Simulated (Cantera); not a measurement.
Input: 1 mol BN, 0.85 mol Cl2, 1.9 mol N2, at 1300 Pa.

These are equilibrium values from Cantera (NASA tables, ideal gas, pure condensed phases), not measurements of a reactor. Candidate condensed phases: B, BN; 10 gas species. The tables' values for BCl2, BCl are old estimates; treat these amounts as uncertain. Rates play no part. All values below are at 1698 K.

Base state: N2 0.789, BCl3 0.200, Cl 0.00582, BCl2 0.00382, BCl 0.000771, Cl2 1.22e-5 (mole fractions); condensed: BN(s).

What changes in the equilibrium state with this change: pressure from 1300 Pa to 100000 Pa?


| species | before | after |
|---|---|---|
| N2 | 0.789 | 0.793 |
| BCl3 | 0.200 | 0.205 |
| Cl | 0.00582 | 0.000670 |
| BCl | 0.000771 | 1.01e-5 |
| BCl2 | 0.00382 | 0.000443 |
| Cl2 | 1.22e-5 | 1.24e-5 |
| BN(s), mol | 0.434 | 0.434 |

What changes in the equilibrium state with this change: 0.021 mol H2O added?


```csv
species,before,after
N2,0.789,0.778
BCl3,0.200,0.190
HCl,0,0.0149
BOCl,0,0.00743
BO,0,2.90e-5
Cl2,1.22e-5,1.17e-5
"BN(s), mol",0.434,0.434
```
The tables' values for BOCl, BCl2, BCl are old estimates; treat these amounts as uncertain. Further candidate phases: B2O3, B3O3H3, H2O, NH4Cl.
